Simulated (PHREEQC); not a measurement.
A solution holds 0.065 mol/kgw NH4Cl, 0.011 mol/kgw Na2SO4 and 0.02 mol/kgw KCl, at 20 °C. Closed to the air; pH follows from the charge balance.

Model: ion-association model, wateq4f.dat, run in PHREEQC.

```csv
quantity,before,after
pH,5.45,7.30
ionic strength (mol/kgw),0.112,0.116
NH4+ (mol/kgw),0.0627,0.0623
SO4-2 (mol/kgw),0.00801,0.00800
NH4SO4- (mol/kgw),0.00233,0.00229
NH3 (mol/kgw),5.47e-6,0.000388
```

Problem. What was changed between the two runs?
A. Na2SO4 replaced by FeSO4 at the same molality
B. 0.0048 mol/kgw NaHCO3 added
C. NH4Cl from 0.065 to 0.0585 mol/kgw
D. KCl left out
E. temperature from 20 to 80 °C

Solution. B, 0.0048 mol/kgw NaHCO3 added

Precipitation was switched off in this run.
